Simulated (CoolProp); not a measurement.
Values from CoolProp's reference Helmholtz-energy equation of state, Akasaka 2022.

**Question.** For R1233zd(E), give the phase and the Z, cp (kJ/(kg K)), speed of sound (m/s), Joule-Thomson coefficient (K/MPa) at 301.7 K and 2.29 MPa.

**Answer.** 
- 301.7 K and 2.29 MPa: liquid; Z 0.0945, cp 1.19, speed of sound 692, Joule-Thomson coefficient -0.287
